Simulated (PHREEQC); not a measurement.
0.012 g of hydrous ferric oxide (600 m²/g; 0.2 weak and 0.005 strong sites per Fe, Dzombak-Morel constants, diffuse double layer) in 1 kg of water with 0.001 mol/kgw of an inert sodium salt and 6.8e-06 mol NaF, at 25 °C; the pH is set by adding NaOH or the inert anion's acid. Oxygen is held at 0.21 atm. The system is closed to CO2. Nothing may precipitate in this run.

Model: ion-association model, wateq4f.dat, run in PHREEQC.

### Question
Predict F sorbed (%), surface charge σ (C/m²) at pH = 3.67, 4.33, 8.33, 11.

### Answer
```json
[
 {"pH": "3.67", "F sorbed (%)": "66.1", "surface charge σ (C/m²)": "0.125"},
 {"pH": "4.33", "F sorbed (%)": "52.4", "surface charge σ (C/m²)": "0.075"},
 {"pH": "8.33", "F sorbed (%)": "0.1", "surface charge σ (C/m²)": "-0.001"},
 {"pH": "11", "F sorbed (%)": "0.0", "surface charge σ (C/m²)": "-0.054"}
]
```

The oxide is taken as insoluble; below pH 4 it would dissolve.
